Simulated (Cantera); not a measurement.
A closed system holds: 1 mol Cu, 0.52 mol F2, 0.65 mol H2, held at 0.00290 bar.

Method: chemical equilibrium by Gibbs-energy minimisation in Cantera with the NASA 1993 tables (ideal gas, pure condensed phases). Candidate condensed phases: Cu, CuF2; 15 gas species. Kinetics and transport are ignored.

Question: At 1523 K, list the 5 most abundant gas species with their mole fractions, and the condensed phases.

Answer: HF 0.884, H2 0.111, Cu 0.00415, CuF 0.000837, H 0.000143. Condensed: Cu(l).
